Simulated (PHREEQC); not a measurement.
HF is added in steps, without added water, to 1 kg of water holding 180 mmol/kgw ZnCl2 and 0.071 mmol/kgw H2SO4, at 20 °C. Oxygen is held at 0.21 atm. No CO2 enters from the air. Only these solids could form: Zincite(c), Zn4(OH)6SO4, Zn5(OH)8Cl2, Goslarite, ZnF2.

Base run: PHREEQC, ion-association model, wateq4f.dat. Each further column changes one thing. The table gives HSO4- (mol/kgw).

```csv
HF added (mol),base,diluted 100-fold with water,0.012 mol/kgw TMAH added,ZnCl2 from 0.18 to 0.162 mol/kgw,no solid may form
0,8.23e-8,7.78e-11,9.95e-10,8.57e-8,8.23e-8
0.072,5.89e-6,1.87e-7,3.34e-6,6.03e-6,5.89e-6
0.144,7.94e-6,2.34e-7,5.46e-6,8.13e-6,7.94e-6
0.18,8.71e-6,2.49e-7,6.25e-6,8.91e-6,8.71e-6
0.252,9.96e-6,2.74e-7,7.57e-6,1.02e-5,9.96e-6
0.324,1.10e-5,2.92e-7,8.65e-6,1.12e-5,1.10e-5
0.396,1.19e-5,3.07e-7,9.57e-6,1.21e-5,1.19e-5
0.468,1.26e-5,3.20e-7,1.04e-5,1.29e-5,1.26e-5
0.54,1.33e-5,3.31e-7,1.11e-5,1.36e-5,1.33e-5
0.576,1.36e-5,3.36e-7,1.15e-5,1.39e-5,1.36e-5
0.648,1.42e-5,3.44e-7,1.21e-5,1.45e-5,1.42e-5
0.72,1.48e-5,3.52e-7,1.27e-5,1.51e-5,1.48e-5
```

wateq4f.dat counts part of the HF as a dimer, H2F2, which phreeqc.dat doesn't know; its constant is uncertain. (CH3)4N+ isn't in the database: it is added as a free cation with an ion size of 4 Å.
